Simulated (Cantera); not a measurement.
A freely propagating, adiabatic, planar premixed flame of H2 : O2 : N2 = 1 : 0.192 : 0.723 (molar parts), unburnt at 323 K and 0.340 bar; mixture-averaged transport, grid criteria slope 0.08 and curve 0.16, no radiation.

Detailed kinetics in Cantera: the H2/O2 subset of GRI-Mech 3.0, which has no nitrogen chemistry. Burning velocities carry a grid error of a few per cent, more on coarse grids.

Problem. How do the results move with these cheaper or finer settings: unity-Lewis-number transport; multicomponent transport; multicomponent+Soret transport; grid criteria slope 0.5, curve 1; grid criteria slope 0.25, curve 0.5; grid criteria slope 0.03, curve 0.06?

Solution. 
```json
[
 {"setting": "as above", "laminar burning velocity": "270 cm/s", "thermal thickness": "1.50 mm", "peak x(O)": "0.00181", "peak x(OH)": "0.00118", "grid points": "134"},
 {"setting": "unity-Lewis-number transport", "laminar burning velocity": "159 cm/s", "thermal thickness": "1.46 mm", "peak x(O)": "0.00114", "peak x(OH)": "0.00121", "grid points": "130"},
 {"setting": "multicomponent transport", "laminar burning velocity": "263 cm/s", "thermal thickness": "1.52 mm", "peak x(O)": "0.00175", "peak x(OH)": "0.00118", "grid points": "134"},
 {"setting": "multicomponent+Soret transport", "laminar burning velocity": "255 cm/s", "thermal thickness": "1.47 mm", "peak x(O)": "0.00178", "peak x(OH)": "0.00120", "grid points": "136"},
 {"setting": "grid criteria slope 0.5, curve 1", "laminar burning velocity": "284 cm/s", "thermal thickness": "1.82 mm", "peak x(O)": "0.00157", "peak x(OH)": "0.00120", "grid points": "50"},
 {"setting": "grid criteria slope 0.25, curve 0.5", "laminar burning velocity": "274 cm/s", "thermal thickness": "1.65 mm", "peak x(O)": "0.00173", "peak x(OH)": "0.00122", "grid points": "69"},
 {"setting": "grid criteria slope 0.03, curve 0.06", "laminar burning velocity": "270 cm/s", "thermal thickness": "1.47 mm", "peak x(O)": "0.00184", "peak x(OH)": "0.00118", "grid points": "304"}
]
```
Unity Lewis numbers drop preferential diffusion, which matters most where H2 and H carry the flame; Soret adds thermal diffusion.
